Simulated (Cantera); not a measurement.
Adiabatic ignition

An adiabatic, constant-pressure homogeneous reactor starts with 16.4 % CH4, 6.07 % CO, 16.3 % O2, 61.2 % N2, equivalence ratio 2.2, at 1325 K and 100000 Pa.

Detailed kinetics in Cantera: GRI-Mech 3.0 (53 species, 325 reactions).

```tsv
t (s)	T (K)	x CH4	x CO	x O2	x NO	x N2O	x HCO	x CO2
1.00e-6	1325	0.164	0.0607	0.163	<1e-12	<1e-12	<1e-12	3.05e-9
3.30e-6	1325	0.164	0.0607	0.163	<1e-12	<1e-12	<1e-12	1.06e-8
1.09e-5	1325	0.164	0.0607	0.163	<1e-12	<1e-12	<1e-12	3.97e-8
3.58e-5	1325	0.164	0.0607	0.163	<1e-12	<1e-12	<1e-12	1.73e-7
0.000118	1325	0.164	0.0607	0.163	<1e-12	2.06e-12	1.78e-12	8.73e-7
0.000389	1325	0.164	0.0607	0.163	<1e-12	1.06e-11	1.95e-11	4.00e-6
0.00128	1325	0.164	0.0607	0.163	<1e-12	4.65e-11	3.10e-10	1.74e-5
0.00423	1328	0.163	0.0607	0.162	<1e-12	2.93e-10	2.23e-9	9.92e-5
0.0140	1379	0.154	0.0624	0.155	1.50e-12	5.33e-9	6.42e-8	0.00143
0.0460	2324	4.47e-11	0.171	2.94e-6	9.46e-5	3.30e-9	1.42e-7	0.0216
0.152	2324	4.37e-11	0.171	2.95e-6	5.22e-5	2.31e-9	1.42e-7	0.0216
0.500	2324	4.37e-11	0.171	2.95e-6	5.06e-5	2.29e-9	1.42e-7	0.0216
```
x: mole fraction; the columns are a selection and need not sum to one.

```json
{
  "time_of_steepest_temperature_rise": "16.7 ms",
  "temperature at 0.500 s": "2324 K",
  "equilibrium_temperature": "2324 K",
  "x(CH4) at 0.500 s": "4.37e-11 (gas-phase equilibrium 4.91e-11)",
  "x(CO) at 0.500 s": "0.171 (gas-phase equilibrium 0.171)",
  "x(O2) at 0.500 s": "2.95e-6 (gas-phase equilibrium 2.95e-6)"
}
```
